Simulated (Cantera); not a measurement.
# Dilute partial oxidation

An isothermal, constant-pressure homogeneous reactor starts with CH3OH : O2 : N2 = 0.019 : 0.015 : 1 (molar parts), at 1323 K and 15.0 bar.

Model: GRI-Mech 3.0 (53 species, 325 reactions), integrated in Cantera. GRI-Mech 3.0 was tuned for natural gas; its chemistry of methanol as a main component is partial and can be far from experiment. The pressure lies above the range GRI-Mech 3.0 was tuned for (to about 10 atm).

```csv
t (s),x CH3OH,x O2,x CH3,x CO,x CO2
6.00e-6,0.0184,0.0145,1.90e-7,1.20e-7,1.02e-7
2.35e-5,0.0184,0.0145,3.26e-7,4.79e-7,4.02e-7
9.18e-5,0.0183,0.0145,2.26e-7,2.33e-6,1.58e-6
0.000359,0.00913,0.0104,1.13e-7,0.00444,9.35e-5
0.00140,3.11e-9,3.75e-6,6.68e-8,0.0148,0.00317
0.00549,6.27e-10,8.73e-7,1.30e-8,0.0146,0.00337
0.0215,1.61e-10,3.06e-7,3.39e-9,0.0145,0.00350
0.0839,5.00e-11,9.41e-8,1.08e-9,0.0143,0.00363
0.328,2.37e-11,1.50e-8,5.44e-10,0.0141,0.00384
1.28,1.95e-11,7.46e-11,4.73e-10,0.0136,0.00435
5.02,1.62e-11,<1e-12,4.47e-10,0.0122,0.00573
19.6,1.32e-11,<1e-12,4.21e-10,0.0106,0.00740
76.7,1.27e-11,<1e-12,4.13e-10,0.0103,0.00763
300,1.22e-11,<1e-12,3.95e-10,0.0103,0.00763
```
x: mole fraction; the columns are a selection and need not sum to one.

Equilibrium at this temperature and pressure: CH3OH <1e-12, O2 <1e-12, CH3 1.26e-12, CO 0.0104, CO2 0.00763 (gas phase only).
